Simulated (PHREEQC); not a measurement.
Consider water at 25 °C with 0.0017 mol/kgw HCl, 0.0006 mol/kgw LiCl and 5.7e-05 mol/kgw Na2SO4. Closed to the air; pH follows from the charge balance.

Model: ion-association model, phreeqc.dat, run in PHREEQC.

```json
{
 "pH": "2.79",
 "ionic_strength": "0.00246 mol/kgw",
 "specific_conductance": "774 µS/cm",
 "total_alkalinity": "-1.70 meq/kg"
}
```

| species | molality | activity | log γ |
|---|---|---|---|
| Cl- | 0.00230 | 0.00218 | -0.024 |
| H+ | 0.00169 | 0.00161 | -0.022 |
| Li+ | 0.000600 | 0.000569 | -0.023 |
| Na+ | 0.000114 | 0.000108 | -0.024 |
| SO4-2 | 5.02e-5 | 4.05e-5 | -0.094 |
| HSO4- | 6.69e-6 | 6.33e-6 | -0.024 |

This is a speciation only: nothing precipitates in the calculation.
